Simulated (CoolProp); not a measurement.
Carbonyl sulfide at several states: density (kg/m³) from the reference equation and from simpler models built on Tc = 378.8 K, pc = 63.69 bar, ω = 0.098; each cubic takes its own stable root.

Values from CoolProp's reference Helmholtz-energy equation of state, Lemmon 2006. It is a short technical equation, of lower accuracy than the large ones.

```csv
T (K),p (bar),phase,reference,ideal gas,Redlich-Kwong,Peng-Robinson
422.1,255,supercritical,(withheld),(withheld),(withheld),(withheld)
539.4,0.103,gas,0.1380,0.1380,0.1380,0.1380
365.9,0.312,gas,0.6172,0.6161,0.6172,0.6174
361.2,16.6,gas,(withheld),(withheld),(withheld),(withheld)
```

Task: Fill in the missing entries.

Result: 
- 422.1, reference: 759.3
- 422.1, ideal gas: 436.5
- 422.1, Redlich-Kwong: 709.6
- 422.1, Peng-Robinson: 770.3
- 361.2, reference: 37.32
- 361.2, ideal gas: 33.21
- 361.2, Redlich-Kwong: 37.31
- 361.2, Peng-Robinson: 37.78
